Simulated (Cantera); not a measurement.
Input (Python, Cantera):

```python
import numpy as np
import cantera as ct

gas = ct.Solution("gri30.yaml")
gas.TPX = 1375, 101325, {'CH2O': 0.022, 'O2': 0.0047, 'N2': 1, 'H2': 0.025}
reactor = ct.IdealGasConstPressureReactor(gas, energy="off", clone=False)
net = ct.ReactorNet([reactor])
net.rtol, net.atol = 1e-08, 1e-18
show = ['CH2O', 'O2', 'C2H', 'HO2', 'CH4']
times = np.geomspace(0.0006, 1, 9)

steps = ct.SolutionArray(gas, extra=["t"])
rows = []
print(f"{'t/s':>10s}{'T/K':>9s}{'P/Pa':>11s}" + "".join(f"{s:>11s}" for s in show))
for t in times:
    while net.time < t:
        t_next = net.step()
        steps.append(gas.state, t=t_next)
    rows.append([np.interp(t, steps.t, y) for y in (steps.T, steps.P, *steps(*show).X.T)])
    print(f"{t:10.3e}{rows[-1][0]:9.1f}{rows[-1][1]:11.4g}" + "".join(f"{x:11.3e}" for x in rows[-1][2:]))
rate = np.gradient(steps.T, steps.t)
print("integrator steps:", len(steps.t))
if steps.T.max() > steps.T[0] + 200:
    print(f"time of steepest temperature rise: {steps.t[rate.argmax()]:.4e} s")
gas.TPX = 1375, 101325, {'CH2O': 0.022, 'O2': 0.0047, 'N2': 1, 'H2': 0.025}
gas.equilibrate("TP")
print(f"equilibrium (TP): T = {gas.T:.1f} K  " + "  ".join(f"{s} {gas[s].X[0]:.3e}" for s in show))
```

Result:

```
       t/s      T/K       P/Pa       CH2O         O2        C2H        HO2        CH4
 6.000e-04   1375.0  1.013e+05  1.155e-04  2.369e-03  2.045e-17  3.025e-06  5.372e-07
 1.517e-03   1375.0  1.013e+05  9.715e-10  2.004e-07  4.243e-15  7.659e-11  4.242e-08
 3.834e-03   1375.0  1.013e+05  6.531e-10  1.775e-08  1.576e-15  8.559e-12  9.024e-09
 9.690e-03   1375.0  1.013e+05  4.738e-10  2.644e-09  4.936e-16  1.488e-12  4.849e-09
 2.449e-02   1375.0  1.013e+05  3.851e-10  3.900e-10  1.553e-16  2.420e-13  3.991e-09
 6.192e-02   1375.0  1.013e+05  3.470e-10  5.847e-11  5.157e-17  3.684e-14  3.809e-09
 1.565e-01   1375.0  1.013e+05  3.316e-10  8.903e-12  1.832e-17  5.183e-15  3.778e-09
 3.956e-01   1375.0  1.013e+05  3.255e-10  1.370e-12  6.848e-18  6.472e-16  3.775e-09
 1.000e+00   1375.0  1.013e+05  3.230e-10  2.134e-13  2.639e-18  7.045e-17  3.775e-09
integrator steps: 2274
equilibrium (TP): T = 1375.0 K  CH2O 3.214e-10  O2 3.415e-15  C2H 1.947e-22  HO2 8.903e-19  CH4 3.082e-09
```

Computed with Cantera and GRI-Mech 3.0 (53 species, 325 reactions).
